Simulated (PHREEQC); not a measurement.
Solution (20 °C): 0.038 mol TMAH, 0.00036 mol K2SiO3 and 0.021 mol K2CO3 per kg of water. Closed to the air; pH follows from the charge balance.

Model: ion-association model, phreeqc.dat, run in PHREEQC.

Precipitation was switched off in this run.

### Question
Predict the pH, ionic strength.

### Answer
pH 12.63; ionic strength 0.102 mol/kgw.

### Question
In which forms is Si present?

### Answer
H3SiO4- 71 %, H2SiO4-2 29 % of the Si.

(CH3)4N+ isn't in the database: it is added as a free cation with an ion size of 4 Å.
